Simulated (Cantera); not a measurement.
A perfectly stirred reactor is fed with H2 : O2 = 0.27 : 1 (molar parts), at 10.00 Torr; it is held at 925 K, and followed from long to short residence time.

Computed with Cantera and GRI-Mech 3.0 (53 species, 325 reactions). Radical loss at walls, strong at low pressure, is not modelled. Below about 950 K walls govern HO2 and H2O2 in real vessels. The temperature is held fixed by assumption; the heat of reaction is taken as removed at once.

One state of this run: x H2 = 0.00494; x O2 = 0.761; x HO2 = 1.65e-5; x OH = 0.000741; x H2O2 = 5.26e-7; x H = 0.000845; x H2O = 0.231. x: mole fraction; the columns are a selection and need not sum to one.

Problem. Which value of τ (s) does it belong to?
(A) 0.047
(B) 0.013
(C) 0.33
(D) 0.0068

Solution. C, 0.33
